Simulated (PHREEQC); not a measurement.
A solution holds 0.0012 mol/kgw HF, 0.00075 mol/kgw NH4HF2 and 0.00038 mol/kgw H4SiO4, at 25 °C. It is in equilibrium with CO2 at log p = -1 (atm). Otherwise closed; pH follows from the charge balance.

All values are PHREEQC results (ion-association model, phreeqc.dat), not measurements.

| quantity | before | after |
|---|---|---|
| pH | 3.24 | 3.22 |
| HF (mol/kgw) | 0.000952 | 0.000799 |
| H4SiO4 (mol/kgw) | 0.000281 | 0.000342 |
| HF2- (mol/kgw) | 4.19e-6 | 2.82e-6 |
| SI of Chalcedony (SiO2) | +0.00 | +0.09 |

Task: Name the change that produced these shifts.
A. diluted 10-fold with water
B. HF replaced by KF at the same molality
C. NH4HF2 from 0.00075 to 0.000375 mol/kgw
D. diluted 100-fold with water
E. HF from 0.0012 to 0.00108 mol/kgw

Result: C, NH4HF2 from 0.00075 to 0.000375 mol/kgw

Precipitation was switched off in this run. Some of these states are supersaturated (in Quartz (slow to form), Chalcedony (slow to form), for instance). SiF6-2 is the database's only silicon fluoride.
